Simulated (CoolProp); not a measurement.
Isobutene along the isobar 6.76 bar: fugacity coefficient from the reference equation and from simpler models built on Tc = 418.1 K, pc = 40.16 bar, ω = 0.193; each cubic takes its own stable root.

The numbers come from the reference Helmholtz-energy equation of state, Lemmon 2005 in CoolProp. It is a short technical equation, of lower accuracy than the large ones.

```csv
T (K),phase,reference,Redlich-Kwong,Soave-Redlich-Kwong,Peng-Robinson
243.7,liquid,0.05697,0.08970,0.05680,0.05813
255.4,liquid,0.09586,0.1455,0.09597,___
267.1,liquid,0.1525,0.2231,0.1533,0.1541
278.8,liquid,0.2312,0.3261,0.2334,0.2330
290.5,liquid,___,0.4572,0.3404,0.3380
302.2,liquid,0.4703,0.6181,0.4781,0.4728
313.9,liquid,0.6372,0.8096,0.6495,0.6401
325.6,liquid,0.8384,___,0.8562,0.8419
337.3,gas,___,0.8959,0.8903,0.8834
349,gas,0.8949,0.9054,0.9008,0.8940
360.7,gas,0.9059,0.9137,0.9101,0.9034
372.4,gas,0.9154,___,0.9184,0.9118
```

Question: Complete the blanks.

Answer: 
- 255.4, Peng-Robinson: 0.09723
- 290.5, reference: 0.3359
- 325.6, Redlich-Kwong: 0.8853
- 337.3, reference: 0.8820
- 372.4, Redlich-Kwong: 0.9211

At some of these states Redlich-Kwong gives the other phase, because its saturation line lies elsewhere.
